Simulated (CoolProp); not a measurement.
Vapour-liquid equilibrium of R134a (1) + R123 (2) at 286.7 K; x and y are mole fractions of (1).

Values from CoolProp's multi-fluid Helmholtz-energy mixture model, Tillner-Roth 1994 and Younglove 1994; pair parameters Bell 2016.

```csv
x,bubble pressure (MPa),y at the bubble point,dew pressure at overall composition x (MPa),liquid density (mol/L)
0.05,0.08530,0.339,0.06140,9.865
0.125,0.1243,0.573,0.06624,10.02
0.2,0.1614,0.692,0.07189,10.19
0.275,0.1963,0.765,0.07858,10.35
0.35,0.2290,0.814,0.08662,10.52
0.425,0.2595,0.849,0.09648,10.69
0.5,0.2880,0.877,0.1088,10.87
0.575,0.3151,0.899,0.1247,11.05
0.65,0.3411,0.919,0.1459,11.24
0.725,0.3667,0.936,0.1755,11.44
0.8,0.3923,0.953,0.2189,11.64
0.875,0.4187,0.970,0.2862,11.86
0.95,0.4464,0.988,0.3871,12.08
```

No azeotrope shows between x = 0.05 and 0.95.

Pair parameters are fitted to limited data, so mixtures are less certain than the pure fluids.
